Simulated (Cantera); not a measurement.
Feed: 1 mol SiCl4, 0.25 mol NH3, 5 mol H2, equilibrated at 1725 °C and 1.33 mbar.

These are equilibrium values from Cantera (NASA tables, ideal gas, pure condensed phases), not measurements of a reactor. The tables' values for SiCl, SiCl3, SiN are old estimates; treat these amounts as uncertain. Gases not in the tables: Si2H6 and higher silanes. Equilibrium is a limit: real reactors are often held back by kinetics, nucleation or transport.

```
species    before    after
-------  --------  -------
H2          0.539    0.641
N2         0.0161    0.172
HCl         0.272    0.109
SiCl2       0.113   0.0212
Cl         0.0121  0.00445
Si         0.0109   0.0153
H          0.0323   0.0352
SiCl3    0.000352  2.43e-5
Si2N      5.97e-6  3.82e-5
SiN       1.32e-5  6.06e-5
Si2       3.87e-5  7.58e-5
SiCl      0.00444  0.00228
SiH2      1.94e-5  3.23e-5
```
Gas species are given as mole fractions.

**Question.** Which change was made?
A) temperature from 1725 °C to 1225 °C
B) NH3 from 0.25 to 8.7 mol
C) pressure from 1.33 mbar to 20.0 mbar
D) temperature from 1725 °C to 1627 °C

**Answer.** B, NH3 from 0.25 to 8.7 mol. The tables' values for SiCl, SiN, SiCl3 are old estimates; treat these amounts as uncertain
